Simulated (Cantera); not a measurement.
What does this Cantera script print?

```python
import numpy as np
import cantera as ct

gas = ct.Solution("gri30.yaml", transport_model="multicomponent")
show = ['H2O', 'O', 'NH3']

rows = []
print(f"{'T/K':>7s}{'rho':>11s}{'cp':>10s}{'mu':>11s}{'lambda':>11s}{'Pr':>7s}" + "".join(f"{'D_' + s:>11s}" for s in show))
for T in [400, 550, 700, 850, 1000, 1150, 1300]:
    gas.TPX = T, 75, {'NO': 0.77}
    Pr = gas.cp_mass * gas.viscosity / gas.thermal_conductivity
    D = [gas.mix_diff_coeffs_mole[gas.species_index(s)] for s in show]
    rows.append([gas.density, gas.cp_mass, gas.viscosity, gas.thermal_conductivity, Pr, *D])
    print(f"{T:7g}{gas.density:11.4e}{gas.cp_mass:10.1f}{gas.viscosity:11.4e}"
          f"{gas.thermal_conductivity:11.4e}{Pr:7.3f}" + "".join(f"{d:11.4e}" for d in D))
print("SI units: kg/m3, J/kg/K, Pa s, W/m/K, m2/s")
```

It prints:

```
    T/K        rho        cp         mu     lambda     Pr      D_H2O        D_O      D_NH3
    400 6.7667e-04     998.6 2.3120e-05 3.2481e-02  0.711 5.2813e-02 7.1218e-02 5.0988e-02
    550 4.9212e-04    1028.1 2.8863e-05 4.1877e-02  0.709 9.5746e-02 1.2243e-01 9.1560e-02
    700 3.8667e-04    1067.4 3.3953e-05 5.1198e-02  0.708 1.4819e-01 1.8368e-01 1.4084e-01
    850 3.1843e-04    1103.5 3.8609e-05 6.0213e-02  0.708 2.0912e-01 2.5414e-01 1.9791e-01
   1000 2.7067e-04    1132.7 4.2948e-05 6.8778e-02  0.707 2.7780e-01 3.3318e-01 2.6214e-01
   1150 2.3536e-04    1153.1 4.7043e-05 7.6724e-02  0.707 3.5369e-01 4.2033e-01 3.3305e-01
   1300 2.0821e-04    1170.7 5.0942e-05 8.4378e-02  0.707 4.3637e-01 5.1522e-01 4.1026e-01
SI units: kg/m3, J/kg/K, Pa s, W/m/K, m2/s
```

Detailed kinetics in Cantera: GRI-Mech 3.0 (53 species, 325 reactions). The composition is frozen, though it would react at the higher temperatures.
